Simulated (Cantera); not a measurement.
What does this Cantera script print?

```python
import numpy as np
import cantera as ct

gas_names = """
    CL CL2 H HCL H2 Si SiCL SiCL2 SiCL3 SiCL4 SiH SiHCL3 SiH2 SiH2CL2 SiH3 SiH3CL SiH4 Si2 Si3
""".split()
cond_names = """
    Si(cr) Si(L)
""".split()


def load(file, names, dense=False):
    # The tables refer to 1 bar. Condensed volumes are neglected.
    table = {s.name: s for s in ct.Species.list_from_file(file)}
    out = []
    for n in names:
        d = dict(table[n].input_data)
        d["thermo"] = dict(d["thermo"], **{"reference-pressure": 1e5})
        if dense:
            d["equation-of-state"] = {"model": "constant-volume", "density": "1e6 g/cm^3"}
        out.append(ct.Species.from_dict(d))
    return out


gas = ct.Solution(thermo="ideal-gas", species=load("nasa_gas.yaml", gas_names))
cond = {s.name: ct.Solution(thermo="fixed-stoichiometry", species=[s], name=s.name)
        for s in load("nasa_condensed.yaml", cond_names, dense=True)}
atoms = {
    'SiCl4': {'Si': 1, 'CL': 4},
    'HCl': {'H': 1, 'CL': 1},
    'H2': {'H': 2},
}
top_T = {}  # K; cautious upper limits of use, not melting points


def equilibrate(T, P, feed):
    n = {}
    for name, mol in feed.items():
        for a, k in atoms[name].items():
            n[a] = n.get(a, 0.0) + k * mol
    gas.TPX = T, P, n
    mass = sum(n.values()) * gas.mean_molecular_weight
    gas.equilibrate("TP")
    valid = [c for c in cond.values() if c.min_temp <= T <= top_T.get(c.name, c.max_temp)]
    mix = ct.Mixture([(gas, mass / gas.mean_molecular_weight)] + [(c, 0.0) for c in valid])
    mix.T, mix.P = T, P
    mix.equilibrate("TP", solver="vcs", rtol=1e-11, max_steps=5000)
    return mix


results = []
feed = {'SiCl4': 1, 'HCl': 0.057, 'H2': 50}  # mol
P = 8000  # Pa
for T in [1150, 1300, 1450, 1600, 1750, 1900, 2050, 2200, 2350, 2500]:
    mix = equilibrate(T, P, feed)
    results.append((T, P, feed, dict(zip(mix.species_names, mix.species_moles))))

top = {s: max(r[3][s] / sum(r[3][g] for g in gas_names) for r in results) for s in gas_names}
cols = sorted((s for s in top if top[s] > 1e-05), key=lambda s: -top[s])[:7]
seen = [c for c in cond_names if any(r[3].get(c, 0) > 1e-12 for r in results)]
print("log10 of partial pressures in bar; condensed amounts in mol")
print(f"{'T/K':>10s}" + "".join(f"{s[:9]:>10s}" for s in cols + seen))
for T, P, feed, n in results:
    ng = sum(n[g] for g in gas_names)
    print(f"{T:10.4g}" + "".join(f"{np.log10(max(n[s] / ng * P / 1e5, 1e-99)):10.3f}" for s in cols)
          + "".join(f"{n.get(c, 0):10.4g}" for c in seen))
```

Output:

```
log10 of partial pressures in bar; condensed amounts in mol
       T/K        H2         H       HCL        Si     SiCL2     SiCL4        CL    Si(cr)     Si(L)
      1150    -1.118    -7.686    -2.572   -12.703    -3.684    -3.300    -9.196    0.2806         0
      1300    -1.125    -6.519    -2.387   -10.364    -3.223    -4.009    -7.855    0.4244         0
      1450    -1.127    -5.588    -2.355    -8.512    -3.095    -5.034    -6.905    0.4311         0
      1600    -1.127    -4.828    -2.358    -7.011    -3.052    -5.979    -6.161    0.4059         0
      1750    -1.127    -4.197    -2.353    -5.824    -3.057    -6.782    -5.535         0    0.4175
      1900    -1.129    -3.665    -2.334    -4.899    -3.108    -7.472    -4.993         0    0.4683
      2050    -1.132    -3.210    -2.323    -4.112    -3.160    -8.073    -4.532         0     0.458
      2200    -1.140    -2.819    -2.321    -3.433    -3.218    -8.612    -4.139         0    0.2484
      2350    -1.155    -2.481    -2.300    -3.058    -3.438    -9.202    -3.772         0         0
      2500    -1.177    -2.188    -2.288    -2.955    -3.863    -9.953    -3.450         0         0
```

Equilibrium computed with Cantera from the NASA thermochemical tables; the gas is ideal and each condensed phase is pure. The tables' values for SiCl, SiCl3 are old estimates; treat these amounts as uncertain. Gases not in the tables: Si2H6 and higher silanes.
